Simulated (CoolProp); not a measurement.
Vapour-liquid equilibrium of n-pentane (1) + acetone (2) at 344 K; x and y are mole fractions of (1).

Values from CoolProp's multi-fluid Helmholtz-energy mixture model, Thol 2019 and Lemmon 2006; pair parameters Bell 2016.

```json
[
 {"x": "0.05", "bubble pressure, mixture model (MPa)": "0.2020", "bubble pressure, Raoult's law (MPa)": "0.1701", "y, mixture model": "0.216", "y, Raoult's law": "0.085"},
 {"x": "0.2", "bubble pressure, mixture model (MPa)": "0.2721", "bubble pressure, Raoult's law (MPa)": "0.1890", "y, mixture model": "0.474", "y, Raoult's law": "0.307"},
 {"x": "0.35", "bubble pressure, mixture model (MPa)": "0.3041", "bubble pressure, Raoult's law (MPa)": "0.2080", "y, mixture model": "0.572", "y, Raoult's law": "0.488"},
 {"x": "0.5", "bubble pressure, mixture model (MPa)": "0.3193", "bubble pressure, Raoult's law (MPa)": "0.2269", "y, mixture model": "0.630", "y, Raoult's law": "0.639"},
 {"x": "0.65", "bubble pressure, mixture model (MPa)": "0.3264", "bubble pressure, Raoult's law (MPa)": "0.2459", "y, mixture model": "0.685", "y, Raoult's law": "0.767"},
 {"x": "0.8", "bubble pressure, mixture model (MPa)": "0.3251", "bubble pressure, Raoult's law (MPa)": "0.2648", "y, mixture model": "0.762", "y, Raoult's law": "0.876"},
 {"x": "0.95", "bubble pressure, mixture model (MPa)": "0.3053", "bubble pressure, Raoult's law (MPa)": "0.2838", "y, mixture model": "0.911", "y, Raoult's law": "0.971"}
]
```

The largest gap from Raoult's law is +46.2 % in bubble pressure, at x = 0.35. y crosses x between x = 0.65 and 0.8: the model has an azeotrope there.

The pair parameters rest on a limited set of measurements; away from them the model extrapolates.
